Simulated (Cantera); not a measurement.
Cantera with NASA thermochemical tables; ideal gases at 1 bar, condensed phases pure. Values are per mole of reaction as written; species without (g) are pure solids or liquids, kept so even where they would boil at 1 bar. TaC: taken at fixed stoichiometry.

TaO2(g) + CO2(g) + 8 N(g) = TaC + 4 N2O(g), with ΔH° = -3004.9 kJ and ΔS° = -798.4 J/K at 300 K.

Question: How far is the shortcut ΔG° ≈ ΔH°(300 K) − T·ΔS°(300 K) from the full temperature-dependent value at 750, 850, 950, 1050, 1150, 1250, 1350, 1450, 1550, 1650, 1750 K?

Answer: 
| T (K) | shortcut (kJ) | full (kJ) | difference (kJ) | difference in log10 K |
|---|---|---|---|---|
| 750 | -2406.1 | -2396.3 | -9.8 | 0.68 |
| 850 | -2326.2 | -2313.1 | -13.2 | 0.81 |
| 950 | -2246.4 | -2229.7 | -16.7 | 0.92 |
| 1050 | -2166.6 | -2146.3 | -20.2 | 1.01 |
| 1150 | -2086.7 | -2062.9 | -23.8 | 1.08 |
| 1250 | -2006.9 | -1979.5 | -27.4 | 1.14 |
| 1350 | -1927.0 | -1896.1 | -30.9 | 1.20 |
| 1450 | -1847.2 | -1812.7 | -34.5 | 1.24 |
| 1550 | -1767.4 | -1729.4 | -37.9 | 1.28 |
| 1650 | -1687.5 | -1646.2 | -41.3 | 1.31 |
| 1750 | -1607.7 | -1563.1 | -44.6 | 1.33 |
The shortcut ignores the heat-capacity change of the reaction.
